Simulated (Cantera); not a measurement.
A Cantera script and what it prints.

```python
import numpy as np
import cantera as ct

gas_names = """
    CL CL2 H HCL H2 Si SiCL SiCL2 SiCL3 SiCL4 SiH SiHCL3 SiH2 SiH2CL2 SiH3 SiH3CL SiH4 Si2 Si3
""".split()
cond_names = """
    Si(cr) Si(L)
""".split()


# ... load() reads the species with a 1 bar reference pressure and builds the phases ...
atoms = {
    'Si': {'Si': 1},
    'Cl2': {'CL': 2},
    'H2': {'H': 2},
}
top_T = {}  # K; cautious upper limits of use, not melting points


# ... equilibrate(T, P, feed) seeds the gas with the atoms and calls Mixture.equilibrate('TP', solver="gibbs", rtol=1e-10, max_steps=50000) ...
results = []
T = 523.15  # K
P = 110000  # Pa
for m in [0.5, 0.66, 0.82, 0.98, 1.1, 1.3, 1.5, 1.6, 1.8, 1.9, 2.1]:
    feed = {'Si': 1, 'Cl2': m, 'H2': 0.31}  # mol
    mix = equilibrate(T, P, feed)
    results.append((T, P, feed, dict(zip(mix.species_names, mix.species_moles))))

top = {s: max(r[3][s] / sum(r[3][g] for g in gas_names) for r in results) for s in gas_names}
cols = sorted((s for s in top if top[s] > 0.0001), key=lambda s: -top[s])[:7]
seen = [c for c in cond_names if any(r[3].get(c, 0) > 1e-12 for r in results)]
print("log10 of partial pressures in bar; condensed amounts in mol")
print(f"{'n(Cl2)':>10s}" + "".join(f"{s[:9]:>10s}" for s in cols + seen))
for T, P, feed, n in results:
    ng = sum(n[g] for g in gas_names)
    print(f"{feed['Cl2']:10.4g}" + "".join(f"{np.log10(max(n[s] / ng * P / 1e5, 1e-99)):10.3f}" for s in cols)
          + "".join(f"{n.get(c, 0):10.4g}" for c in seen))
```

It prints:

```
log10 of partial pressures in bar; condensed amounts in mol
    n(Cl2)     SiCL4        H2    SiHCL3       HCL   SiH2CL2    Si(cr)
       0.5    -0.404    -0.257    -0.821    -5.308    -2.659    0.7309
      0.66    -0.330    -0.327    -0.800    -5.324    -2.690    0.6472
      0.82    -0.278    -0.389    -0.791    -5.342    -2.726    0.5639
      0.98    -0.239    -0.444    -0.790    -5.360    -2.763     0.481
       1.1    -0.216    -0.483    -0.792    -5.374    -2.790     0.419
       1.3    -0.186    -0.542    -0.799    -5.396    -2.833    0.3159
       1.5    -0.162    -0.595    -0.808    -5.417    -2.875    0.2132
       1.6    -0.152    -0.620    -0.813    -5.427    -2.895    0.1619
       1.8    -0.135    -0.667    -0.823    -5.446    -2.933   0.05947
       1.9    -0.127    -0.689    -0.829    -5.455    -2.951  0.008329
       2.1    -0.108    -0.786    -5.554    -0.807   -12.422         0
```

Cantera equilibrium calculation (NASA polynomials, part measured and part estimated; ideal gas, pure solids and liquids).
